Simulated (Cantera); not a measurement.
A closed system holds: 1 mol NaCl, 2.8 mol HF, 350 mol N2, at 1.60 mbar.

These are equilibrium values from Cantera (NASA tables, ideal gas, pure condensed phases), not measurements of a reactor. Candidate condensed phases: NH4Cl, Na, NaCl, NaF; 33 gas species. The numbers say what is thermodynamically allowed, not how fast it happens.

At 900 °C, list the 4 most abundant gas species with their mole fractions, and the condensed phases.

N2 0.989, HF 0.00779, NaCl 0.00270, HCl 0.000124. Condensed: gas only.
